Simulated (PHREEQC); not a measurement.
## Brine: an equilibrium model

Make-up at 10 °C: 4.1 mol/kgw HCl, 0.12 mol/kgw MgSO4 and 0.1 mol/kgw NaCl. Closed to the air; pH follows from the charge balance.

The numbers come from PHREEQC with the Pitzer model, pitzer.dat.

This is a speciation only: nothing precipitates in the calculation.

### Question
What pH does the model give?

### Answer
pH -1.46.

### Question
In which forms is S present?

### Answer
HSO4- 73 %, SO4-2 27 % of the S.

In brines, pH and single-ion activities rest on the MacInnes convention. Away from 25 °C the constants follow the database's enthalpies or fits; those with neither stay at their 25 °C values.
